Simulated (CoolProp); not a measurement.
Vapour-liquid equilibrium of R22 (1) + R11 (2) at 214.9 K; x and y are mole fractions of (1).

Computed with CoolProp (multi-fluid Helmholtz-energy mixture model, Kamei 1995 and Jacobsen 1992; pair parameters Bell 2016).

| x | bubble pressure (kPa) | y at the bubble point | dew pressure at overall composition x (kPa) | liquid density (mol/L) |
|---|---|---|---|---|
| 0.05 | 5.551 | 0.748 | 1.538 | 12.27 |
| 0.2 | 14.76 | 0.917 | 1.821 | 12.83 |
| 0.35 | 21.05 | 0.949 | 2.231 | 13.44 |
| 0.5 | 25.87 | 0.965 | 2.880 | 14.11 |
| 0.65 | 30.15 | 0.976 | 4.060 | 14.84 |
| 0.8 | 34.54 | 0.986 | 6.870 | 15.65 |
| 0.95 | 39.54 | 0.996 | 21.22 | 16.55 |

No azeotrope shows between x = 0.05 and 0.95.

Pair parameters are fitted to limited data, so mixtures are less certain than the pure fluids. With so large a gap from Raoult's law the liquid may split in two, which this calculation doesn't test in full.
